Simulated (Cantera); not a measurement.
Stirred combustor or abatement burner

A perfectly stirred reactor is fed with C₃H₈ : O₂ : N₂ = 1 : 6.76 : 25.4 (molar parts), at 38000 Pa; it is adiabatic with a 323 K inlet, and is followed from long to short residence time, starting on the burning branch (τ in s: 0.051, 0.025, 0.012, 0.0058, 0.0028, 0.0014, 0.00066, 0.00032, 0.00015, 7.5e-05, 3.6e-05).

Model: GRI-Mech 3.0 (53 species, 325 reactions), integrated in Cantera. GRI-Mech 3.0 was tuned for natural gas; its chemistry of propane as a main component is partial and can be far from experiment.

```csv
τ (s),T (K),x C₃H₈,x O₂,x C₂H₄,x C₂H₆,x CH₂,x O
0.051,1911,1.15e-6,0.0525,3.57e-6,1.56e-9,1.41e-7,0.00133
0.025,1886,1.92e-6,0.0532,5.35e-6,2.46e-9,2.33e-7,0.00191
0.012,1852,3.25e-6,0.0541,8.17e-6,4.15e-9,3.78e-7,0.00269
0.0058,1812,5.59e-6,0.0553,1.27e-5,7.60e-9,6.03e-7,0.00360
0.0028,1766,1.00e-5,0.0569,2.08e-5,1.54e-8,9.65e-7,0.00455
0.0014,1716,1.85e-5,0.0589,3.60e-5,3.36e-8,1.55e-6,0.00532
0.00066,1654,4.03e-5,0.0626,7.57e-5,9.02e-8,2.80e-6,0.00559
0.00032,1569,0.000113,0.0701,0.000223,3.33e-7,5.93e-6,0.00442
0.00015,323,0.0302,0.204,<1e-12,<1e-12,<1e-12,<1e-12
7.5e-5,323,0.0302,0.204,<1e-12,<1e-12,<1e-12,<1e-12
3.6e-5,323,0.0302,0.204,<1e-12,<1e-12,<1e-12,<1e-12
```
x: mole fraction; the columns are a selection and need not sum to one.
